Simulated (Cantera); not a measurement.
A perfectly stirred reactor is fed with 10.3 % C2H6, 89.7 % N2, at 20.0 Torr; it is held at 1725 K, and followed from long to short residence time.

Model: GRI-Mech 3.0 (53 species, 325 reactions), integrated in Cantera. GRI-Mech 3.0 stops at C3 and has no aromatics, soot or wall deposition, so with more carbon than oxygen in the feed, carbon stays in small species such as C2H2 where larger ones or solid carbon would form. Radical loss at walls, strong at low pressure, is not modelled.

Question: Predict: x(C2H6) at τ = 0.350 s; x(C2H2) at τ = 0.350 s; x(CH3) at τ = 0.350 s; x(C2H) at τ = 0.350 s; x(C2H4) at τ = 0.350 s; x(C2H6) at τ = 39.0 ms; x(C2H2) at τ = 39.0 ms; x(CH3) at τ = 39.0 ms; x(C2H) at τ = 39.0 ms; x(C2H4) at τ = 39.0 ms.

Answer: 
```
Quantity                  Result
----------------------  --------
x(C2H6) at τ = 0.350 s   6.32e-5
x(C2H2) at τ = 0.350 s    0.0806
x(CH3) at τ = 0.350 s    0.00103
x(C2H) at τ = 0.350 s    2.68e-6
x(C2H4) at τ = 0.350 s  0.000360
x(C2H6) at τ = 39.0 ms  0.000508
x(C2H2) at τ = 39.0 ms    0.0729
x(CH3) at τ = 39.0 ms    0.00298
x(C2H) at τ = 39.0 ms    3.22e-6
x(C2H4) at τ = 39.0 ms   0.00233
```
